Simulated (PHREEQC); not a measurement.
Make-up at 25 °C and 100 atm: 110 mmol/kgw CaCl2, 6.1 mmol/kgw Na2SO4 and 0.015 mmol/kgw H4SiO4. Closed to the air; pH follows from the charge balance.

Computed with PHREEQC (ion-association model, phreeqc.dat).

This is a speciation only: nothing precipitates in the calculation.

### Question
Estimate the pH.

### Answer
pH 6.86.

### Question
In which forms is S present?

### Answer
CaSO4 54 %, SO4-2 46 %, NaSO4- 0.7 % of the S.

Under pressure, the constants of complexes without a molar volume in the database are unreliable.
